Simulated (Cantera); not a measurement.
# Premixed flame

A freely propagating, adiabatic, planar premixed flame of H₂ : O₂ : N₂ = 1 : 0.455 : 2.09 (molar parts), equivalence ratio 1.1, unburnt at 573 K and 7.60 bar; mixture-averaged transport, grid criteria slope 0.08 and curve 0.16, no radiation.

Detailed kinetics in Cantera: the H2/O2 subset of GRI-Mech 3.0, which has no nitrogen chemistry. The hydrogen kinetics of GRI-Mech 3.0 are dated; newer H2 mechanisms differ, most at raised pressure. Burning velocities carry a grid error of a few per cent, more on coarse grids.

```
z (mm)    T (K)  u (m/s)    x H₂     x O₂      x OH      x H     x HO₂    x H₂O₂
--------  -----  -------  ------  -------  --------  -------  --------  --------
-0.110      573     5.03   0.282    0.128     <1e-8    <1e-8     <1e-8     <1e-8
-0.0735     573     5.03   0.282    0.128     <1e-8    <1e-8   1.48e-8     <1e-8
-0.0551     573     5.03   0.281    0.128     <1e-8    <1e-8   1.52e-7     <1e-8
-0.0368     575     5.03   0.279    0.129     <1e-8    <1e-8   3.17e-6   1.54e-7
-0.0184     629     5.37   0.258    0.131   2.35e-5  2.12e-5  0.000463   2.47e-5
-0.00919    914     7.53   0.212    0.123  0.000850  0.00169  0.000973  0.000103
0          1369     11.0   0.144   0.0898   0.00274   0.0112  0.000461   3.44e-5
0.00919    1696     13.5  0.0856   0.0488   0.00655   0.0213  0.000209   5.37e-6
0.0184     1878     14.8  0.0579   0.0259   0.00990   0.0236   9.67e-5   3.22e-6
0.0368     2052     16.1  0.0441   0.0129    0.0121   0.0189   3.98e-5   1.93e-6
0.0735     2196     17.1  0.0389  0.00796    0.0112   0.0120   1.96e-5   1.21e-6
0.147      2304     17.8  0.0343  0.00485   0.00896  0.00693   9.28e-6   7.97e-7
0.294      2375     18.2  0.0303  0.00269   0.00662  0.00399   4.00e-6   4.99e-7
```
x: mole fraction of selected species; z is measured from the peak of heat release.

The laminar burning velocity is 503 cm/s and the thermal thickness is 0.0368 mm. The peak x(OH) is 0.0121, the peak x(H) comes out as 0.0236 and the peak x(HO₂) comes out as 0.00109. The peak x(H₂O₂) is 0.000104.
